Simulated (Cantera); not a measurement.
An isothermal, constant-pressure homogeneous reactor starts with 11.1 % C₂H₆, 84.3 % N₂, 4.66 % H₂O, at 1773 K and 45.8 Torr.

Computed with Cantera and GRI-Mech 3.0 (53 species, 325 reactions). GRI-Mech 3.0 stops at C3 and has no aromatics, soot or wall deposition, so with more carbon than oxygen in the feed, carbon stays in small species such as C2H2 where larger ones or solid carbon would form.

x: mole fraction; the columns are a selection and need not sum to one.

```csv
t (s),x C₂H₆,x C₂H₄,x H,x C₂H₂,x C₂H
1.00e-5,0.104,0.000256,0.000100,1.28e-7,1.57e-12
7.40e-5,0.0414,0.0310,0.00148,0.00292,…
0.000548,0.000186,0.0165,0.000958,0.0602,…
0.00405,1.57e-5,0.00102,0.000336,0.0782,1.39e-6
0.0300,5.06e-6,0.000200,0.000329,0.0826,1.31e-6
0.222,6.30e-7,4.56e-5,0.000479,0.0836,…
1.64,1.13e-7,3.01e-5,0.000536,0.0721,1.38e-6
12.2,7.97e-10,2.71e-5,0.000555,0.0689,1.30e-6
90.0,5.57e-10,2.71e-5,0.000556,0.0689,1.30e-6
```

**Question.** Fill in the missing entries.

**Answer.** 
- 7.40e-5, x C₂H: 6.63e-7
- 0.000548, x C₂H: 3.60e-6
- 0.222, x C₂H: 1.68e-6
